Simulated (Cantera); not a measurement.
An isothermal, constant-pressure homogeneous reactor starts with C3H8 : H2 = 1 : 89 (molar parts), at 1125 K and 110000 Pa.

Model: GRI-Mech 3.0 (53 species, 325 reactions), integrated in Cantera. GRI-Mech 3.0 was tuned for natural gas; its chemistry of propane as a main component is partial and can be far from experiment. GRI-Mech 3.0 stops at C3 and has no aromatics, soot or wall deposition, so with more carbon than oxygen in the feed, carbon stays in small species such as C2H2 where larger ones or solid carbon would form.

x: mole fraction; the columns are a selection and need not sum to one.

| t (s) | x C3H8 | x H2 | x C2H2 | x CH3 | x CH2 | x C2H4 | x C2H6 |
|---|---|---|---|---|---|---|---|
| 0.000100 | 0.0111 | 0.989 | 1.12e-11 | 7.29e-7 | <1e-12 | 1.04e-5 | (withheld) |
| 0.000307 | 0.0110 | 0.989 | 9.67e-10 | 2.11e-6 | 1.49e-12 | 9.67e-5 | (withheld) |
| 0.000942 | 0.0104 | 0.988 | 5.07e-8 | 3.86e-6 | 5.25e-12 | 0.000683 | (withheld) |
| 0.00289 | 0.00837 | 0.986 | 8.90e-7 | 3.37e-6 | 4.61e-12 | 0.00265 | (withheld) |
| 0.00888 | 0.00456 | 0.982 | 6.97e-6 | 1.79e-6 | 1.92e-12 | 0.00607 | (withheld) |
| 0.0273 | 0.00123 | 0.979 | 2.72e-5 | 5.35e-7 | <1e-12 | 0.00836 | (withheld) |
| 0.0837 | 0.000121 | 0.978 | 6.07e-5 | 2.14e-7 | <1e-12 | 0.00819 | (withheld) |
| 0.257 | 8.30e-7 | 0.977 | 0.000109 | 2.09e-7 | <1e-12 | 0.00728 | (withheld) |
| 0.788 | 4.88e-7 | 0.976 | 0.000142 | 2.38e-7 | <1e-12 | 0.00636 | (withheld) |
| 2.42 | 4.20e-7 | 0.973 | 0.000109 | 2.82e-7 | <1e-12 | 0.00455 | (withheld) |
| 7.43 | 2.08e-7 | 0.970 | 5.07e-5 | 2.84e-7 | <1e-12 | 0.00214 | (withheld) |
| 22.8 | 4.31e-8 | 0.968 | 1.40e-5 | 1.89e-7 | <1e-12 | 0.000597 | (withheld) |
| 70.0 | 3.24e-9 | 0.967 | 1.94e-6 | 7.82e-8 | <1e-12 | 8.16e-5 | (withheld) |

**Question.** What belongs in the gaps?

**Answer.** 
- 0.000100, x C2H6: 3.61e-7
- 0.000307, x C2H6: 1.24e-6
- 0.000942, x C2H6: 6.75e-6
- 0.00289, x C2H6: 5.79e-5
- 0.00888, x C2H6: 0.000370
- 0.0273, x C2H6: 0.00127
- 0.0837, x C2H6: 0.00235
- 0.257, x C2H6: 0.00293
- 0.788, x C2H6: 0.00263
- 2.42, x C2H6: 0.00188
- 7.43, x C2H6: 0.000883
- 22.8, x C2H6: 0.000245
- 70.0, x C2H6: 3.26e-5
